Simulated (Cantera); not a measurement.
Standard-state values (1 bar) from the NASA 1993 polynomials, evaluated with Cantera. Values are per mole of reaction as written; species without (g) are pure solids or liquids, kept so even where they would boil at 1 bar.

**Question.** Between 800 and 1200 K, where is each reaction favourable under standard conditions?
- 4 Ti + 7 O(g) → Ti4O7

**Answer.** 
- 4 Ti + 7 O(g) → Ti4O7: ΔG° is -4303 kJ at 800 K and -3881 kJ at 1200 K; it stays negative (K > 1). ΔH° is -5159 kJ and ΔS° -1064 J/K at 1200 K.
